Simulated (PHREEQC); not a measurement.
A PHREEQC speciation (ion-association model, phreeqc.dat) at 73 °C gives pH 7.31 and these molalities:

| species | mol/kgw |
|---|---|
| NH4+ | 0.00294 |
| HPO4-2 | 0.00118 |
| H2PO4- | 0.000583 |
| NH3 | 0.000579 |
| OH- | 4.15e-6 |

Question: What are the element totals, and what could have been dissolved in 1 kg of water to give them?

Answer: This is not unique; one that fits is totals N(-3) 0.00352, P 0.00176 mol/kgw, from 0.00176 mol/kgw (NH4)2HPO4.

Precipitation was switched off in this run. Complexes and solids missing from the database can't appear. Away from 25 °C the constants follow the database's enthalpies or fits; those with neither stay at their 25 °C values.
